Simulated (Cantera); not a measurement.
## Si2H6 + HCl + N2 (silicon epitaxy and polysilicon growth)

A closed system holds: 1 mol Si2H6, 0.76 mol HCl, a varied amount of N2, held at 1275 K and 21.0 mbar.

These are equilibrium values from Cantera (NASA tables, ideal gas, pure condensed phases), not measurements of a reactor. Candidate condensed phases: NH4Cl, Si, Si3N4; 28 gas species. The feed counts by its element totals alone. N2 is the only nitrogen source here; it is nearly inert below about 1500 K, so the nitride shown seldom forms there in practice. The numbers say what is thermodynamically allowed, not how fast it happens.

```json
[
 {"n(N2) (mol)": "10", "x N2": "0.697", "x H2": "0.241", "x HCl": "0.0610", "x SiCl2": "2.68e-5", "x SiCl4": "1.08e-5", "x SiCl3": "6.68e-6", "x H": "2.50e-6", "x SiHCl3": "1.73e-6", "n Si3N4(s)": "0.666"},
 {"n(N2) (mol)": "13", "x N2": "0.756", "x H2": "0.195", "x HCl": "0.0492", "x SiCl2": "2.05e-5", "x SiCl4": "6.66e-6", "x SiCl3": "4.58e-6", "x H": "2.24e-6", "x SiHCl3": "1.06e-6", "n Si3N4(s)": "0.666"},
 {"n(N2) (mol)": "15", "x N2": "0.784", "x H2": "0.172", "x HCl": "0.0435", "x SiCl2": "1.77e-5", "x SiCl4": "5.10e-6", "x SiCl3": "3.72e-6", "x H": "2.11e-6", "x SiHCl3": "8.14e-7", "n Si3N4(s)": "0.667"},
 {"n(N2) (mol)": "19", "x N2": "0.825", "x H2": "0.140", "x HCl": "0.0354", "x SiCl2": "1.39e-5", "x SiCl4": "3.26e-6", "x SiCl3": "2.64e-6", "x H": "1.90e-6", "x SiHCl3": "5.21e-7", "n Si3N4(s)": "0.667"},
 {"n(N2) (mol)": "23", "x N2": "0.852", "x H2": "0.118", "x HCl": "0.0299", "x SiCl2": "1.15e-5", "x SiCl4": "2.27e-6", "x SiCl3": "2.00e-6", "x H": "1.75e-6", "x SiHCl3": "3.62e-7", "n Si3N4(s)": "0.667"},
 {"n(N2) (mol)": "28", "x N2": "0.876", "x H2": "0.0986", "x HCl": "0.0249", "x SiCl2": "9.41e-6", "x SiCl4": "1.56e-6", "x SiCl3": "1.50e-6", "x H": "1.60e-6", "x SiHCl3": "2.48e-7", "n Si3N4(s)": "0.667"},
 {"n(N2) (mol)": "34", "x N2": "0.897", "x H2": "0.0824", "x HCl": "0.0208", "x SiCl2": "7.75e-6", "x SiCl4": "1.07e-6", "x SiCl3": "1.13e-6", "x H": "1.46e-6", "x SiHCl3": "1.71e-7", "n Si3N4(s)": "0.667"},
 {"n(N2) (mol)": "41", "x N2": "0.913", "x H2": "0.0691", "x HCl": "0.0175", "x SiCl2": "6.42e-6", "x SiCl4": "7.43e-7", "x SiCl3": "8.56e-7", "x H": "1.34e-6", "x SiHCl3": "1.19e-7", "n Si3N4(s)": "0.667"},
 {"n(N2) (mol)": "51", "x N2": "0.930", "x H2": "0.0562", "x HCl": "0.0142", "x SiCl2": "5.16e-6", "x SiCl4": "4.85e-7", "x SiCl3": "6.20e-7", "x H": "1.21e-6", "x SiHCl3": "7.74e-8", "n Si3N4(s)": "0.667"},
 {"n(N2) (mol)": "62", "x N2": "0.942", "x H2": "0.0466", "x HCl": "0.0118", "x SiCl2": "4.24e-6", "x SiCl4": "3.31e-7", "x SiCl3": "4.65e-7", "x H": "1.10e-6", "x SiHCl3": "5.28e-8", "n Si3N4(s)": "0.667"},
 {"n(N2) (mol)": "75", "x N2": "0.951", "x H2": "0.0388", "x HCl": "0.00981", "x SiCl2": "3.50e-6", "x SiCl4": "2.28e-7", "x SiCl3": "3.50e-7", "x H": "1.00e-6", "x SiHCl3": "3.63e-8", "n Si3N4(s)": "0.667"},
 {"n(N2) (mol)": "92", "x N2": "0.960", "x H2": "0.0318", "x HCl": "0.00804", "x SiCl2": "2.86e-6", "x SiCl4": "1.52e-7", "x SiCl3": "2.58e-7", "x H": "9.07e-7", "x SiHCl3": "2.43e-8", "n Si3N4(s)": "0.667"}
]
```
x: gas mole fraction; n: condensed amount in mol.

From 10 mol N2 to 92 mol N2 the condensed part is Si3N4(s). The main Si-bearing gas is SiCl2 throughout.
